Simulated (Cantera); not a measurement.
Mixture: CH4 : O2 : N2 = 1 : 3.39 : 12.7 (molar parts), at 548 Torr, adiabatic and at constant pressure. Ignition delay is the time to a rise of 400 K.

Cantera simulation using GRI-Mech 3.0 (53 species, 325 reactions); the numbers are that mechanism's predictions, not measurements.

Task: What does this change do: pressure from 548 Torr to 248 Torr?

Result: 
| quantity | before | after |
|---|---|---|
| delay at 1273 K | 16.2 ms | 29.4 ms |
| delay at 1423 K | 2.68 ms | 4.94 ms |
| delay at 1573 K | 0.668 ms | 1.33 ms |
| delay at 1723 K | 0.230 ms | 0.480 ms |
| delay at 1873 K | 97.8 µs | 0.209 ms |
| apparent activation energy between 1723 and 1873 K | 150 kJ/mol | 150 kJ/mol |
